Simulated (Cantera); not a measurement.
# Gas-phase reforming

An isothermal, constant-pressure homogeneous reactor starts with 24.8 % CH4, 69.5 % H2O, 5.71 % H2, at 2223 K and 2.60 bar.

Cantera simulation using GRI-Mech 3.0 (53 species, 325 reactions); the numbers are that mechanism's predictions, not measurements.

```csv
t (s),x CH4,x H2O,x H2,x C2H2,x HO2
0.000300,0.0110,0.405,0.448,0.0384,9.99e-10
0.000983,0.00542,0.320,0.516,0.0106,5.13e-10
0.00322,0.000426,0.285,0.547,0.000211,3.76e-10
0.0106,7.33e-9,0.283,0.548,5.62e-11,3.84e-10
0.0346,6.67e-9,0.283,0.548,2.17e-12,3.84e-10
0.114,6.67e-9,0.283,0.548,2.17e-12,3.84e-10
0.372,6.67e-9,0.283,0.548,2.17e-12,3.84e-10
1.22,6.67e-9,0.283,0.548,2.17e-12,3.84e-10
4.00,6.67e-9,0.283,0.548,2.17e-12,3.84e-10
```
x: mole fraction; the columns are a selection and need not sum to one.

Equilibrium at this temperature and pressure: CH4 7.74e-9, H2O 0.283, H2 0.548, C2H2 2.51e-12, HO2 3.84e-10 (gas phase only).
